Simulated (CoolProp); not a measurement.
Vapour-liquid equilibrium of R113 (1) + n-hexane (2) at 796 kPa; x and y are mole fractions of (1).

Computed with CoolProp (multi-fluid Helmholtz-energy mixture model, Marx 1992 and Thol 2019; pair parameters Bell 2016).

Problem. Give the bubble temperature and the first vapour's composition at x = 0.2, 0.275, 0.8. Is there an azeotrope?

Solution. x = 0.2: 144.7 °C, y = 0.288; x = 0.275: 142.2 °C, y = 0.376; x = 0.8: 130.4 °C, y = 0.843. No azeotrope shows between x = 0.05 and 0.95.

The pair parameters rest on a limited set of measurements; away from them the model extrapolates.
